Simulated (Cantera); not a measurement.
Feed: 1 mol C2H6, 0.036 mol CO2, 9 mol H2, equilibrated at 0.430 bar.

Method: chemical equilibrium by Gibbs-energy minimisation in Cantera with the NASA 1993 tables (ideal gas, pure condensed phases). Candidate condensed phases: C, C6H6, C7H8, C8H18, H2O; 110 gas species. Kinetics and transport are ignored.

Question: At 1627 °C, list the 4 most abundant gas species with their mole fractions, and the condensed phases.

Answer: H2 0.992, CO 0.00596, H 0.00121, C2H2 (acetylene) 0.000379. Condensed: C(graphite).
